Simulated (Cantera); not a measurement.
## N2O furnace oxynitridation

An isothermal, constant-pressure homogeneous reactor starts with N₂O : H₂ : N₂ = 1 : 0.0033 : 4 (molar parts), at 1450 K and 0.0450 bar.

Computed with Cantera and GRI-Mech 3.0 (53 species, 325 reactions). GRI-Mech 3.0 was tuned for natural gas; its chemistry of N2O as a main component is partial and can be far from experiment. Radical loss at walls, strong at low pressure, is not modelled. The temperature is held fixed by assumption; the heat of reaction is taken as removed at once.

```json
[
 {"t (s)": "0.000100", "x N₂O": "0.200", "x H₂": "0.000659", "x H": "8.43e-8", "x NO": "8.71e-7", "x HO₂": "1.18e-9"},
 {"t (s)": "0.000300", "x N₂O": "0.200", "x H₂": "0.000658", "x H": "2.71e-7", "x NO": "6.41e-6", "x HO₂": "3.05e-8"},
 {"t (s)": "0.000903", "x N₂O": "0.200", "x H₂": "0.000645", "x H": "7.09e-7", "x NO": "3.53e-5", "x HO₂": "5.17e-7"},
 {"t (s)": "0.00271", "x N₂O": "0.199", "x H₂": "0.000567", "x H": "1.45e-6", "x NO": "0.000136", "x HO₂": "3.37e-6"},
 {"t (s)": "0.00815", "x N₂O": "0.197", "x H₂": "0.000306", "x H": "1.11e-6", "x NO": "0.000434", "x HO₂": "4.33e-6"},
 {"t (s)": "0.0245", "x N₂O": "0.192", "x H₂": "6.29e-5", "x H": "2.84e-7", "x NO": "0.00132", "x HO₂": "2.05e-6"},
 {"t (s)": "0.0736", "x N₂O": "0.178", "x H₂": "2.50e-6", "x H": "1.10e-7", "x NO": "0.00394", "x HO₂": "5.82e-7"},
 {"t (s)": "0.221", "x N₂O": "0.143", "x H₂": "7.59e-8", "x H": "1.20e-7", "x NO": "0.0107", "x HO₂": "1.97e-7"},
 {"t (s)": "0.665", "x N₂O": "0.0752", "x H₂": "9.26e-8", "x H": "1.59e-7", "x NO": "0.0235", "x HO₂": "5.19e-8"},
 {"t (s)": "2.00", "x N₂O": "0.0123", "x H₂": "1.16e-7", "x H": "1.91e-7", "x NO": "0.0349", "x HO₂": "8.48e-9"},
 {"t (s)": "6.00", "x N₂O": "0.000230", "x H₂": "2.19e-8", "x H": "1.42e-8", "x NO": "0.0367", "x HO₂": "2.31e-9"}
]
```
x: mole fraction; the columns are a selection and need not sum to one.

Equilibrium at this temperature and pressure: N₂O 9.54e-9, H₂ 8.93e-9, H 4.24e-9, NO 0.000672, HO₂ 2.53e-9 (gas phase only).
